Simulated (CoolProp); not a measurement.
Saturation properties of ammonia (Tc = 405.6 K, pc = 11360 kPa, ω = 0.256).

Values from CoolProp's reference Helmholtz-energy equation of state, Gao 2020.

| T (K) | p (kPa) | vapour density (kg/m³) | surface tension (mN/m) | liquid viscosity (µPa s) | vapour viscosity (µPa s) | liquid conductivity (mW/(m K)) |
|---|---|---|---|---|---|---|
| 268.3 | 356.7 | 2.901 | 27.4 | 179 | 8.91 | 574 |
| 273.5 | 434.9 | 3.499 | 26.2 | 170 | 9.07 | 558 |
| 278.6 | 523.9 | 4.177 | 25.0 | 161 | 9.22 | 543 |
| 283.7 | 626.5 | 4.955 | 23.8 | 152 | 9.38 | 528 |
| 288.8 | 744.0 | 5.843 | 22.6 | 145 | 9.54 | 513 |
| 294 | 880.6 | 6.876 | 21.4 | 137 | 9.70 | 498 |
| 299.1 | 1032 | 8.026 | 20.3 | 131 | 9.87 | 483 |
| 304.2 | 1203 | 9.327 | 19.1 | 124 | 10.0 | 469 |
| 309.4 | 1399 | 10.82 | 17.9 | 118 | 10.2 | 454 |
| 314.5 | 1614 | 12.48 | 16.8 | 113 | 10.4 | 440 |
| 319.6 | 1852 | 14.34 | 15.7 | 107 | 10.5 | 426 |

It boils at 239.8 K under 1 atm.

Viscosity comes from a separate model (Fenghour 1995). Thermal conductivity comes from a separate model (Tufeu 1984). Surface tension comes from a separate correlation (Mulero 2012).
